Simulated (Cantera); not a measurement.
A perfectly stirred reactor is fed with H₂ : O₂ : N₂ = 1.9 : 1 : 13 (molar parts), equivalence ratio 0.95, at 1.00 bar; it is held at 1050 K, and followed from long to short residence time.

Model: the H2/O2 subset of GRI-Mech 3.0, which has no nitrogen chemistry, integrated in Cantera. The temperature is held fixed by assumption; the heat of reaction is taken as removed at once.

```tsv
quantity	before	after
x(H₂) at τ = 19.0 s	0.000366	0.119
x(O₂) at τ = 19.0 s	0.00352	0.0629
x(O) at τ = 19.0 s	2.24e-7	<1e-12
x(HO₂) at τ = 19.0 s	2.74e-6	2.57e-7
x(H₂O) at τ = 19.0 s	0.127	2.14e-5
x(H₂) at τ = 54.0 ms	0.00385	0.119
x(O₂) at τ = 54.0 ms	0.00527	0.0629
x(O) at τ = 54.0 ms	2.64e-5	<1e-12
x(HO₂) at τ = 54.0 ms	6.56e-6	6.51e-11
x(H₂O) at τ = 54.0 ms	0.123	2.33e-12
```

Question: Which change was made?
A. temperature 1050 to 750 K
B. H2 1.9 to 0.74 parts
C. O2 1 to 0.7 parts
D. pressure from 1.00 bar to 0.730 bar

Answer: A, temperature 1050 to 750 K
